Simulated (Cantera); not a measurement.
Thermodynamics of silicon carbide growth, feed SiH₄ + C₃H₈ + H₂

Input: 1 mol SiH₄, 0.13 mol C₃H₈, 110 mol H₂, held at 0.100 bar.

Equilibrium computed with Cantera from the NASA thermochemical tables; the gas is ideal and each condensed phase is pure. Candidate condensed phases: C, C₆H₆, C₇H₈, C₈H₁₈, Si, SiC; 87 gas species. Mutual solubility and eutectic melting of coexisting phases are not modelled. Gases not in the tables: Si₂H₆ and higher silanes. Rates play no part.

From 1450 K to 1650 K the condensed part is Si(s) + SiC(s). From 1750 K to 2150 K the condensed part is Si(l) + SiC(s). From 2250 K to 2350 K the condensed part is SiC(s). At 2450 K nothing is condensed. The main Si-bearing gas is SiH₂ at 1450 K and Si at 2450 K.

```
T (K)  log p H₂  log p H  log p Si  log p C₂H₂ (acetylene)  log p SiH  log p Si₂C  n Si(s)  n SiC(s)  n Si(l)
-----  --------  -------  --------  ----------------------  ---------  ----------  -------  --------  -------
1450      -1.00    -5.52     -8.51                  -10.76      -8.41      -11.51    0.610     0.390        0
1550      -1.00    -5.00     -7.48                   -9.91      -7.56      -10.13    0.610     0.390        0
1650      -1.00    -4.54     -6.57                   -9.15      -6.81       -8.93    0.609     0.390        0
1750      -1.00    -4.13     -5.82                   -8.38      -6.20       -7.92        0     0.390    0.605
1850      -1.00    -3.77     -5.19                   -7.63      -5.69       -7.05        0     0.390    0.596
1950      -1.00    -3.44     -4.62                   -6.95      -5.24       -6.28        0     0.389    0.567
2050      -1.00    -3.15     -4.11                   -6.34      -4.83       -5.58        0     0.386    0.486
2150      -1.01    -2.88     -3.65                   -5.79      -4.46       -4.96        0     0.373    0.272
2250      -1.01    -2.64     -3.37                   -5.02      -4.27       -4.52        0     0.330        0
2350      -1.02    -2.41     -3.24                   -4.05      -4.22       -4.26        0    0.0832        0
2450      -1.03    -2.21     -3.17                   -3.90      -4.23       -4.48        0         0        0
```
log p: log10 of the partial pressure in bar; n: condensed amount in mol.
